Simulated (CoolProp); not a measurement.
Vapour-liquid equilibrium of dimethyl ether (1) + 1-butene (2) at 92.05 °C; x and y are mole fractions of (1).

Computed with CoolProp (multi-fluid Helmholtz-energy mixture model, Wu 2011 and Lemmon 2005; pair parameters Bell 2016).

```csv
x,"bubble pressure, mixture model (MPa)","bubble pressure, Raoult's law (MPa)","y, mixture model","y, Raoult's law"
0.05,1.609,1.595,0.081,0.089
0.15,1.763,1.725,0.224,0.246
0.25,1.910,1.855,0.346,0.381
0.35,2.052,1.985,0.453,0.499
0.45,2.188,2.115,0.550,0.602
0.55,2.318,2.245,0.639,0.693
0.65,2.443,2.375,0.722,0.775
0.75,2.561,2.505,0.803,0.847
0.85,2.674,2.635,0.881,0.913
0.95,2.780,2.765,0.960,0.972
```

The largest gap from Raoult's law is +3.5 % in bubble pressure, at x = 0.45. No azeotrope shows between x = 0.05 and 0.95.

Pair parameters are fitted to limited data, so mixtures are less certain than the pure fluids.
